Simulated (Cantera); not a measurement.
Stirred combustor or abatement burner

A perfectly stirred reactor is fed with CH₄ : C₂H₆ : C₃H₈ : O₂ : N₂ = 1 : 0.13 : 0.43 : 3.07 : 11.5 (molar parts), at 5.90 bar; it is adiabatic with a 650 K inlet, and is followed from long to short residence time, starting on the burning branch (τ in s: 0.26, 0.089, 0.03, 0.0099, 0.0033, 0.0011, 0.00037, 0.00012, 4.2e-05, 1.4e-05).

Detailed kinetics in Cantera: GRI-Mech 3.0 (53 species, 325 reactions). GRI-Mech 3.0 was tuned for natural gas; its chemistry of propane as a main component is partial and can be far from experiment.

| τ (s) | T (K) | x CH₄ | x C₂H₆ | x C₃H₈ | x H | x O | x CH₂CO | x OH |
|---|---|---|---|---|---|---|---|---|
| 0.26 | 2201 | 3.43e-5 | 7.40e-9 | 1.88e-8 | 0.000684 | 1.47e-6 | 1.14e-7 | 0.000213 |
| 0.089 | 2200 | 8.46e-5 | 2.24e-8 | 5.33e-8 | 0.000735 | 1.73e-6 | 3.21e-7 | 0.000229 |
| 0.030 | 2199 | 0.000202 | 7.21e-8 | 1.53e-7 | 0.000796 | 2.16e-6 | 9.24e-7 | 0.000250 |
| 0.0099 | 2199 | 0.000462 | 2.54e-7 | 4.47e-7 | 0.000867 | 2.93e-6 | 2.73e-6 | 0.000277 |
| 0.0033 | 2197 | 0.000915 | 8.87e-7 | 1.28e-6 | 0.000966 | 4.64e-6 | 7.70e-6 | 0.000322 |
| 0.0011 | 2191 | 0.00154 | 2.90e-6 | 3.58e-6 | 0.00112 | 8.74e-6 | 1.97e-5 | 0.000397 |
| 0.00037 | 2173 | 0.00232 | 8.95e-6 | 1.00e-5 | 0.00134 | 1.84e-5 | 4.58e-5 | 0.000503 |
| 0.00012 | 2121 | 0.00376 | 3.32e-5 | 3.24e-5 | 0.00149 | 4.06e-5 | 0.000115 | 0.000592 |
| 4.2e-5 | 650 | 0.0620 | 0.00806 | 0.0267 | <1e-12 | <1e-12 | <1e-12 | <1e-12 |
| 1.4e-5 | 650 | 0.0620 | 0.00806 | 0.0267 | <1e-12 | <1e-12 | <1e-12 | <1e-12 |
x: mole fraction; the columns are a selection and need not sum to one.
